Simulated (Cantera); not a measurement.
A closed system holds: 1 mol Al, 1.4 mol HI, 0.048 mol N2, at 13.3 mbar.

Cantera equilibrium calculation (NASA polynomials, part measured and part estimated; ideal gas, pure solids and liquids). Candidate condensed phases: Al, AlI3, AlN, I2; 19 gas species. Mutual solubility and eutectic melting of coexisting phases are not modelled. Equilibrium is a limit: real reactors are often held back by kinetics, nucleation or transport.

log p: log10 of the partial pressure in bar; n: condensed amount in mol.

```csv
T (°C),log p H2,log p AlI,log p AlI3,log p HI,log p I,n Al(s),n AlN(s),n Al(l)
477,-2.10,-4.64,-2.28,-6.81,-9.20,0.436,0.0960,0
552,-2.10,-3.83,-2.28,-6.25,-8.11,0.429,0.0960,0
627,-2.11,[?],-2.31,[?],[?],[?],0.0960,0
702,-2.15,-2.65,-2.40,-5.43,-6.45,0,0.0960,0.289
777,-2.23,-2.28,-2.66,[?],[?],0,0.0960,[?]
852,-2.24,-2.26,-2.69,-4.72,-5.10,0,0.0960,0
927,-2.24,-2.26,-2.70,-4.28,-4.42,0,0.0960,0
```

**Question.** What belongs in the gaps?

**Answer.** 
- 777, log p HI: -5.20
- 777, log p I: -5.86
- 777, n Al(l): 0.0220
- 627, log p AlI: -3.17
- 627, log p HI: -5.79
- 627, log p I: -7.21
- 627, n Al(s): 0.396
